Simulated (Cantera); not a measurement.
What does this Cantera script print?

```python
import numpy as np
import cantera as ct

gas_names = """
    B BH BH2 BH3 BN BO BO2 B2 B2O B2O2 B2O3 B3O3H3 H HBO HBO2 HNO HNO2 HNO3 HO2 H2 H2O H2O2 H3B3O6 N NH
    NH2 NH3 NH2OH NO NO2 NO3 N2 N2H2 N2H4 N2O O OH O2 O3
""".split()
cond_names = """
    B(b) B(L) BN(s) B2O3(L) B3O3H3(cr) H2O(s) H2O(L)
""".split()


# ... load() reads the species with a 1 bar reference pressure and builds the phases ...
atoms = {
    'B2H6': {'B': 2, 'H': 6},
    'H2O': {'H': 2, 'O': 1},
    'N2': {'N': 2},
}
top_T = {'BN(s)': 3200}  # K; cautious upper limits of use, not melting points


# ... equilibrate(T, P, feed) seeds the gas with the atoms and calls Mixture.equilibrate('TP', solver="vcs", rtol=1e-11, max_steps=5000) ...
results = []
feed = {'B2H6': 1, 'H2O': 14, 'N2': 2.2}  # mol
P = 1333.22  # Pa
for T in [1325, 1425, 1525, 1625, 1725, 1825, 1925, 2025, 2125]:
    mix = equilibrate(T, P, feed)
    results.append((T, P, feed, dict(zip(mix.species_names, mix.species_moles))))
    x = sorted(zip(gas.X, gas.species_names), reverse=True)
    print(f"T = {T:g} K  P = {P:g} Pa  gas = {mix.phase_moles(0):.4g} mol")
    print("   x: " + "  ".join(f"{s} {v:.3e}" for v, s in x if v > 1e-05))
    print("   condensed (mol): " + ("  ".join(f"{mix.phase(i).name} {mix.phase_moles(i):.4g}"
          for i in range(1, mix.n_phases) if mix.phase_moles(i) > 1e-12) or "none"))
```

Result:

```
T = 1325 K  P = 1333.22 Pa  gas = 19.46 mol
   x: H2O 5.516e-01  H2 3.084e-01  N2 1.131e-01  HBO2 2.658e-02  H3B3O6 3.598e-04  B2O3 2.750e-05
   condensed (mol): B2O3(L) 0.7304
T = 1425 K  P = 1333.22 Pa  gas = 19.95 mol
   x: H2O 5.137e-01  H2 3.007e-01  N2 1.103e-01  HBO2 7.463e-02  B2O3 3.221e-04  H3B3O6 2.404e-04  H 3.240e-05  HBO 1.461e-05
   condensed (mol): B2O3(L) 0.2419
T = 1525 K  P = 1333.22 Pa  gas = 20.2 mol
   x: H2O 4.958e-01  H2 2.969e-01  N2 1.089e-01  HBO2 9.738e-02  B2O3 7.548e-04  H 1.116e-04  HBO 3.708e-05  H3B3O6 2.607e-05
   condensed (mol): none
T = 1625 K  P = 1333.22 Pa  gas = 20.2 mol
   x: H2O 4.960e-01  H2 2.968e-01  N2 1.089e-01  HBO2 9.699e-02  B2O3 9.614e-04  H 3.329e-04  HBO 6.478e-05  OH 2.343e-05
   condensed (mol): none
T = 1725 K  P = 1333.22 Pa  gas = 20.21 mol
   x: H2O 4.960e-01  H2 2.964e-01  N2 1.089e-01  HBO2 9.646e-02  B2O3 1.187e-03  H 8.757e-04  HBO 1.057e-04  OH 8.074e-05  BO2 1.913e-05
   condensed (mol): none
T = 1825 K  P = 1333.22 Pa  gas = 20.22 mol
   x: H2O 4.958e-01  H2 2.956e-01  N2 1.088e-01  HBO2 9.579e-02  H 2.074e-03  B2O3 1.429e-03  OH 2.431e-04  HBO 1.630e-04  BO2 5.700e-05  BO 1.982e-05
   condensed (mol): none
T = 1925 K  P = 1333.22 Pa  gas = 20.25 mol
   x: H2O 4.950e-01  H2 2.941e-01  N2 1.086e-01  HBO2 9.493e-02  H 4.490e-03  B2O3 1.681e-03  OH 6.531e-04  HBO 2.391e-04  BO2 1.515e-04  BO 5.700e-05  NO 1.169e-05
   condensed (mol): none
T = 2025 K  P = 1333.22 Pa  gas = 20.31 mol
   x: H2O 4.930e-01  H2 2.915e-01  N2 1.083e-01  HBO2 9.373e-02  H 9.000e-03  B2O3 1.936e-03  OH 1.591e-03  BO2 3.651e-04  HBO 3.355e-04  BO 1.468e-04  O 3.566e-05  NO 3.376e-05  O2 2.593e-05
   condensed (mol): none
T = 2125 K  P = 1333.22 Pa  gas = 20.43 mol
   x: H2O 4.885e-01  H2 2.873e-01  N2 1.077e-01  HBO2 9.195e-02  H 1.686e-02  OH 3.556e-03  B2O3 2.178e-03  BO2 8.065e-04  HBO 4.519e-04  BO 3.433e-04  O 1.479e-04  O2 1.069e-04  NO 8.828e-05
   condensed (mol): none
```

Equilibrium computed with Cantera from the NASA thermochemical tables; the gas is ideal and each condensed phase is pure. The feed counts by its element totals alone. Gases not in the tables: H3BO3.
